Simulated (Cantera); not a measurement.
Input: 1 mol SiH₄, 41 mol N₂, at 1002 °C and 0.0133 bar.

Cantera equilibrium calculation (NASA polynomials, part measured and part estimated; ideal gas, pure solids and liquids). Candidate condensed phases: Si, Si₃N₄; 18 gas species. N₂ is the only nitrogen source here; it is nearly inert below about 1500 K, so the nitride shown seldom forms there in practice. Kinetics and transport are ignored.

Base state: N₂ 0.953, H₂ 0.0472 (mole fractions); condensed: Si₃N₄(s).

Question: What changes in the equilibrium state with this change: SiH₄ replaced by SiCl₄?

Answer: 
```csv
species,before,after
N₂,0.953,0.976
SiCl₄,0,0.0237
Cl,0,0.000113
H₂,0.0472,0
SiCl₃,0,0.000110
"Si₃N₄(s), mol",0.333,0
```
The tables' values for SiCl₃ are old estimates; treat these amounts as uncertain.
